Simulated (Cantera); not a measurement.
An isothermal, constant-pressure homogeneous reactor starts with CH4 : H2 : CO2 = 0.015 : 1 : 0.11 (molar parts), at 1675 K and 75.0 Torr.

Computed with Cantera and GRI-Mech 3.0 (53 species, 325 reactions).

Problem. Predict: x(CH4) at 5.00 s; x(H2) at 5.00 s; x(CO2) at 5.00 s; x(C2H6) at 5.00 s.

Solution. 
```json
{
 "x(CH4) at 5.00 s": "0.00324 (gas-phase equilibrium 4.67e-9)",
 "x(H2) at 5.00 s": "0.804 (gas-phase equilibrium 0.812)",
 "x(CO2) at 5.00 s": "0.00325 (gas-phase equilibrium 0.00309)",
 "x(C2H6) at 5.00 s": "4.72e-8 (gas-phase equilibrium <1e-12)"
}
```
